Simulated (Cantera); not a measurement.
An isothermal, constant-pressure homogeneous reactor starts with 45.6 % H2, 32.6 % O2, 21.8 % N2, at 1000 K and 0.240 bar.

Cantera simulation using the H2/O2 subset of GRI-Mech 3.0, which has no nitrogen chemistry; the numbers are that mechanism's predictions, not measurements. The temperature is held fixed by assumption; the heat of reaction is taken as removed at once.

x: mole fraction; the columns are a selection and need not sum to one.

| t (s) | x H2 | x O2 | x HO2 | x O | x H2O2 | x OH |
|---|---|---|---|---|---|---|
| 3.00e-6 | 0.456 | 0.326 | 7.96e-11 | 4.04e-12 | <1e-12 | 2.10e-12 |
| 1.02e-5 | 0.456 | 0.326 | 2.85e-10 | 3.11e-11 | <1e-12 | 1.19e-11 |
| 3.44e-5 | 0.456 | 0.326 | 1.30e-9 | 2.96e-10 | 1.62e-12 | 1.02e-10 |
| 0.000116 | 0.456 | 0.326 | 7.86e-8 | 3.88e-8 | 1.23e-10 | 1.33e-8 |
| 0.000393 | 0.136 | 0.188 | 0.000145 | 0.00552 | ? | 0.00475 |
| 0.00133 | 0.0188 | 0.135 | 0.000106 | 6.47e-5 | ? | 8.09e-5 |
| 0.00451 | 0.0153 | 0.133 | 7.45e-5 | 3.36e-6 | ? | 4.12e-6 |
| 0.0152 | 0.0129 | 0.132 | 7.12e-5 | 3.41e-6 | ? | 4.69e-6 |
| 0.0516 | 0.00731 | 0.130 | 5.45e-5 | 2.16e-6 | ? | 3.85e-6 |
| 0.175 | 0.00204 | 0.127 | 2.54e-5 | 6.02e-7 | ? | 2.23e-6 |
| 0.591 | 0.000334 | 0.127 | 6.15e-6 | 4.67e-8 | ? | 7.21e-7 |
| 2.00 | 5.72e-5 | 0.127 | 1.27e-6 | 2.80e-9 | ? | 2.15e-7 |

Q: Fill in the missing entries.

A: 
- 0.000393, x H2O2: 1.25e-5
- 0.00133, x H2O2: 1.89e-5
- 0.00451, x H2O2: 6.92e-5
- 0.0152, x H2O2: 0.000108
- 0.0516, x H2O2: 8.17e-5
- 0.175, x H2O2: 2.14e-5
- 0.591, x H2O2: 1.37e-6
- 2.00, x H2O2: 6.47e-8
